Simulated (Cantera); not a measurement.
Feed: 1 mol SiH2Cl2, 12 mol NH3, 14 mol H2, equilibrated at 10.0 Torr.

These are equilibrium values from Cantera (NASA tables, ideal gas, pure condensed phases), not measurements of a reactor. Candidate condensed phases: NH4Cl, Si, Si3N4; 28 gas species. Gases not in the tables: Si2H6 and higher silanes. Kinetics and transport are ignored.

Which condensed phases are stable at each of these points (T (K)): 1600, 1650, 1700, 1750, 1800, 1850, 1900, 1950, 2000?


| T (K) | condensed phases | Si condensed (%) |
|---|---|---|
| 1600 | Si3N4(s) | 89.6 |
| 1650 | Si3N4(s) | 83.7 |
| 1700 | Si3N4(s) | 76.3 |
| 1750 | Si(l) | 75.3 |
| 1800 | Si(l) | 75.6 |
| 1850 | Si(l) | 75.2 |
| 1900 | Si(l) | 73.7 |
| 1950 | Si(l) | 70.3 |
| 2000 | Si(l) | 63.8 |

From 1600 K to 1700 K the condensed part is Si3N4(s). From 1750 K to 2000 K the condensed part is Si(l).
